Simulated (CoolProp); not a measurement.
Vapour-liquid equilibrium of dimethyl ether (1) + chloromethane (R40) (2) at 311.3 K; x and y are mole fractions of (1).

Values from CoolProp's multi-fluid Helmholtz-energy mixture model, Wu 2011 and Thol 2014; pair parameters Bell 2016.

| x | bubble pressure (MPa) | y at the bubble point | dew pressure at overall composition x (MPa) | liquid density (mol/L) |
|---|---|---|---|---|
| 0.05 | 0.8253 | 0.044 | 0.8245 | 17.32 |
| 0.2 | 0.8101 | 0.187 | 0.8090 | 16.73 |
| 0.35 | 0.8012 | 0.342 | 0.8009 | 16.17 |
| 0.5 | 0.7995 | 0.503 | 0.7995 | 15.62 |
| 0.65 | 0.8054 | 0.664 | 0.8046 | 15.08 |
| 0.8 | 0.8189 | 0.818 | 0.8169 | 14.56 |
| 0.95 | 0.8395 | 0.957 | 0.8382 | 14.05 |

y crosses x between x = 0.35 and 0.5: the model has an azeotrope there.

The pair parameters rest on a limited set of measurements; away from them the model extrapolates.
